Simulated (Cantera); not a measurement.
A closed system holds: 1 mol SiC, 0.048 mol N2O, 420 mol N2, 0.47 mol O2, equilibrated at 75.0 mbar.

These are equilibrium values from Cantera (NASA tables, ideal gas, pure condensed phases), not measurements of a reactor. Candidate condensed phases: C, Si, SiC, SiO2, Si2N2O, Si3N4; 34 gas species. Mutual solubility and eutectic melting of coexisting phases are not modelled. Kinetics and transport are ignored.

**Question.** Which condensed phases are stable at each of these points (T (K)): 1623, 1648, 1673, 1698, 1723, 1748, 1773, 1798, 1823, 1848, 1873?

**Answer.** 
| T (K) | condensed phases | Si condensed (%) |
|---|---|---|
| 1623 | SiC(s) + Si2N2O(s) | 98.5 |
| 1648 | SiC(s) + Si2N2O(s) | 97.3 |
| 1673 | SiC(s) + Si2N2O(s) + Si3N4(s) | 95.1 |
| 1698 | SiC(s) + Si2N2O(s) + Si3N4(s) | 90.9 |
| 1723 | SiC(s) + Si3N4(s) | 86.4 |
| 1748 | SiC(s) + Si3N4(s) | 80.7 |
| 1773 | SiC(s) + Si3N4(s) | 73.5 |
| 1798 | SiC(s) + Si3N4(s) | 65.0 |
| 1823 | SiC(s) + Si3N4(s) | 55.6 |
| 1848 | SiC(s) | 49.8 |
| 1873 | SiC(s) | 49.4 |

From 1623 K to 1648 K the condensed part is SiC(s) + Si2N2O(s). From 1673 K to 1698 K the condensed part is SiC(s) + Si2N2O(s) + Si3N4(s). From 1723 K to 1823 K the condensed part is SiC(s) + Si3N4(s). From 1848 K to 1873 K the condensed part is SiC(s).
